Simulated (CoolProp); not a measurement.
The numbers come from the reference Helmholtz-energy equation of state, Penoncello 2003 in CoolProp.

Q: For CHF3 (R23), give the phase and the cp (kJ/(kg K)), fugacity coefficient at 220.5 K and 21.8 MPa.

A: 
- 220.5 K and 21.8 MPa: liquid; cp 1.22, fugacity coefficient 0.0324
